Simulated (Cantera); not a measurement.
What does this Cantera script print?

```python
import numpy as np
import cantera as ct

gas_names = """
    C CH CH2 CH3 CH4 C2 C2H C2H2,acetylene C2H2,vinylidene C2H3,vinyl C2H4 C2H5 C2H6 C3 C3H3,propargyl
    C3H4,allene C3H4,propyne C3H4,cyclo- C3H5,allyl C3H6,propylene C3H6,cyclo- C3H7,n-propyl
    C3H7,i-propyl C3H8 C4 C4H2 C4H4,1,3-cyclo- C4H6,butadiene C4H6,2-butyne C4H6,cyclo- C4H8,1-butene
    C4H8,cis2-buten C4H8,tr2-butene C4H8,isobutene C4H8,cyclo- C4H9,n-butyl C4H9,i-butyl C4H9,s-butyl
    C4H9,t-butyl C4H10,isobutane C4H10,n-butane C5 C5H6,1,3cyclo- C5H8,cyclo- C5H10,1-pentene
    C5H10,cyclo- C5H11,pentyl C5H11,t-pentyl C5H12,n-pentane C5H12,i-pentane CH3C(CH3)2CH3 C6H2
    C6H5,phenyl C6H6 C6H10,cyclo- C6H12,1-hexene C6H12,cyclo- C6H13,n-hexyl C7H7,benzyl C7H8
    C7H14,1-heptene C7H15,n-heptyl C7H16,n-heptane C8H8,styrene C8H10,ethylbenz C8H16,1-octene
    C8H17,n-octyl C8H18,isooctane C8H18,n-octane C9H19,n-nonyl C10H8,naphthale C10H21,n-decyl
    C12H9,o-bipheny C12H10,bipheny H H2
""".split()
cond_names = """
    C(gr) C6H6(L) C7H8(L) C8H18(L),n-octa
""".split()


def load(file, names, dense=False):
    # The tables refer to 1 bar. Condensed volumes are neglected.
    table = {s.name: s for s in ct.Species.list_from_file(file)}
    out = []
    for n in names:
        d = dict(table[n].input_data)
        d["thermo"] = dict(d["thermo"], **{"reference-pressure": 1e5})
        if dense:
            d["equation-of-state"] = {"model": "constant-volume", "density": "1e6 g/cm^3"}
        out.append(ct.Species.from_dict(d))
    return out


gas = ct.Solution(thermo="ideal-gas", species=load("nasa_gas.yaml", gas_names))
cond = {s.name: ct.Solution(thermo="fixed-stoichiometry", species=[s], name=s.name)
        for s in load("nasa_condensed.yaml", cond_names, dense=True)}
atoms = {
    'C2H2': {'C': 2, 'H': 2},
    'H2': {'H': 2},
}
top_T = {'C(gr)': 4500}  # K; cautious upper limits of use, not melting points


def equilibrate(T, P, feed):
    n = {}
    for name, mol in feed.items():
        for a, k in atoms[name].items():
            n[a] = n.get(a, 0.0) + k * mol
    gas.TPX = T, P, n
    mass = sum(n.values()) * gas.mean_molecular_weight
    gas.equilibrate("TP")
    valid = [c for c in cond.values() if c.min_temp <= T <= top_T.get(c.name, c.max_temp)]
    mix = ct.Mixture([(gas, mass / gas.mean_molecular_weight)] + [(c, 0.0) for c in valid])
    mix.T, mix.P = T, P
    mix.equilibrate("TP", solver="vcs", rtol=1e-11, max_steps=5000)
    return mix


results = []
feed = {'C2H2': 1, 'H2': 8.5}  # mol
T = 2373.15  # K
P = 560000  # Pa
mix = equilibrate(T, P, feed)
results.append((T, P, feed, dict(zip(mix.species_names, mix.species_moles))))
x = sorted(zip(gas.X, gas.species_names), reverse=True)
print(f"T = {T:g} K  P = {P:g} Pa  gas = {mix.phase_moles(0):.4g} mol")
print("   x: " + "  ".join(f"{s} {v:.3e}" for v, s in x if v > 0.0001))
print("   condensed (mol): " + ("  ".join(f"{mix.phase(i).name} {mix.phase_moles(i):.4g}"
      for i in range(1, mix.n_phases) if mix.phase_moles(i) > 1e-12) or "none"))
```

It prints:

```
T = 2373.15 K  P = 560000 Pa  gas = 9.517 mol
   x: H2 9.869e-01  C2H2,acetylene 6.075e-03  H 5.867e-03  CH4 1.017e-03  CH3 1.119e-04
   condensed (mol): C(gr) 1.872
```

Cantera equilibrium calculation (NASA polynomials, part measured and part estimated; ideal gas, pure solids and liquids).
